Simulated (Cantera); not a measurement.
What does this Cantera script print?

```python
import numpy as np
import cantera as ct

gas = ct.Solution("gri30.yaml")
gas.TPX = 1300, 3800, {'H2': 0.011, 'O2': 0.11}
inlet = ct.Reservoir(gas, clone=True)

reactor = ct.IdealGasConstPressureReactor(gas, energy="off", clone=False)
exhaust = ct.Reservoir(gas, clone=True)
tau = [0.39, 0.21, 0.11, 0.056, 0.029, 0.015, 0.0079, 0.0041, 0.0021, 0.0011, 0.00058][0]
for a, b in ((inlet, reactor), (reactor, exhaust)):
    ct.MassFlowController(a, b, mdot=lambda t: reactor.mass / tau)
net = ct.ReactorNet([reactor])
show = ['H2', 'O2', 'H', 'OH', 'H2O']

rows = []
print(f"{'tau/s':>10s}{'T/K':>9s}" + "".join(f"{s:>11s}" for s in show))
for tau in [0.39, 0.21, 0.11, 0.056, 0.029, 0.015, 0.0079, 0.0041, 0.0021, 0.0011, 0.00058]:
    net.initial_time = 0.0
    net.advance(30 * tau)
    before = gas.X
    net.advance(40 * tau)
    drift = np.max(np.abs(gas.X - before) / (gas.X + 1e-9))
    rows.append([gas.T, *gas[show].X, drift])
    print(f"{tau:10.3e}{gas.T:9.1f}" + "".join(f"{x:11.3e}" for x in gas[show].X))
```

It prints:

```
     tau/s      T/K         H2         O2          H         OH        H2O
 3.900e-01   1300.0  2.157e-04  9.019e-01  1.436e-04  1.637e-03  9.397e-02
 2.100e-01   1300.0  3.158e-04  9.007e-01  2.636e-04  2.007e-03  9.355e-02
 1.100e-01   1300.0  4.678e-04  8.989e-01  4.927e-04  2.477e-03  9.294e-02
 5.600e-02   1300.0  7.004e-04  8.961e-01  9.328e-04  3.073e-03  9.202e-02
 2.900e-02   1300.0  1.030e-03  8.922e-01  1.700e-03  3.767e-03  9.070e-02
 1.500e-02   1300.0  1.502e-03  8.868e-01  2.996e-03  4.572e-03  8.882e-02
 7.900e-03   1300.0  2.146e-03  8.801e-01  4.951e-03  5.440e-03  8.630e-02
 4.100e-03   1300.0  3.066e-03  8.723e-01  7.714e-03  6.377e-03  8.296e-02
 2.100e-03   1300.0  4.420e-03  8.646e-01  1.106e-02  7.349e-03  7.883e-02
 1.100e-03   1300.0  6.419e-03  8.591e-01  1.425e-02  8.304e-03  7.422e-02
 5.800e-04   1300.0  9.610e-03  8.568e-01  1.681e-02  9.278e-03  6.886e-02
```

Model: GRI-Mech 3.0 (53 species, 325 reactions), integrated in Cantera. Radical loss at walls, strong at low pressure, is not modelled. The temperature is held fixed by assumption; the heat of reaction is taken as removed at once.
